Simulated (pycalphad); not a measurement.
# Effect of Cu content in Si-Cu

Computed with pycalphad from the COST 507 light-alloy database (1999), at 1 atm. These are 1990s assessments: newer ones move some temperatures and phases. Phase fractions are per mole of atoms.

Question: One of these alloys has its liquidus at 1674 K, its solidus at 1074 K, and holds DIAMOND_A4 0.97, CU19SI6_ETA 0.03 at 725 K. Which?
(A) Si-5.59Cu (wt.%)
(B) Si-15.78Cu (wt.%)
(C) Si-2.828Cu (wt.%)

Answer: A, Si-5.59Cu (wt.%). The others: Si-2.828Cu (wt.%), liquidus 1681, solidus 1074; Si-15.78Cu (wt.%), liquidus 1646, solidus 1074

Database names, with the compositions (at.%) that they take in these runs: CU19SI6_ETA: Cu 76 Si 24. DIAMOND_A4 is diamond (Si).
